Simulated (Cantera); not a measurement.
A freely propagating, adiabatic, planar premixed flame of CH₄ : H₂ : O₂ : N₂ = 1 : 0.45 : 2.47 : 9.3 (molar parts), equivalence ratio 0.90, unburnt at 425 K and 100000 Pa; mixture-averaged transport, grid criteria slope 0.08 and curve 0.16, no radiation.

Cantera simulation using GRI-Mech 3.0 (53 species, 325 reactions); the numbers are that mechanism's predictions, not measurements. Burning velocities carry a grid error of a few per cent, more on coarse grids.

| quantity | before | after |
|---|---|---|
| laminar burning velocity | 79.1 cm/s | 70.8 cm/s |
| thermal thickness | 0.362 mm | 0.371 mm |
| peak x(HCN) | 1.39e-6 | 1.33e-6 |
| peak x(OH) | 0.00908 | 0.00880 |
| peak x(C₂H₄) | 0.000220 | 0.000214 |

Task: Which change was made?
(A) inlet temperature 425 to 400 K
(B) CH4 1 to 1.3 parts
(C) inlet temperature 425 to 525 K
(D) O2 2.47 to 2 parts

Result: A, inlet temperature 425 to 400 K
